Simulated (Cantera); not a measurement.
Feed: 1 mol Al2O3, 0.81 mol C, 1.2 mol N2, at 2400 K and 3.70e-5 bar.

These are equilibrium values from Cantera (NASA tables, ideal gas, pure condensed phases), not measurements of a reactor. Candidate condensed phases: Al, AlN, Al2O3, C; 32 gas species. The numbers say what is thermodynamically allowed, not how fast it happens.

**Question.** What is the equilibrium state?

**Answer.** 
- x(N2): 0.427
- x(CO): 0.286
- x(Al): 0.175
- x(O): 0.0428
- x(AlO): 0.0366
- x(Al2O): 0.0276
- x(CO2): 0.00246
- x(NO): 0.000923
- x(O2): 0.000900
- n(Al2O3(l)): 0.625 mol
- gas amount: 2.807 mol
- log10 activity of Al(l) (absent): -4.28
- log10 activity of C(graphite) (absent): -8.18
